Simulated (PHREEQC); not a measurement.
Make-up at 20 °C: 0.017 mol/kgw Na3PO4, 0.63 mol/kgw NaHSO4 and 0.0011 mol/kgw CaBr2. Closed to the air; pH follows from the charge balance.

Model: ion-association model, phreeqc.dat, run in PHREEQC.

Precipitation was switched off in this run.

### Question
What pH, density does the model give?

### Answer
pH 0.85; density 1.055 g/cm³.

### Question
In which forms is S present?

### Answer
HSO4- 62 %, SO4-2 25 %, NaSO4- 13 % of the S.

Ionic strength above about 0.7 mol/kgw puts this run outside the model's range.
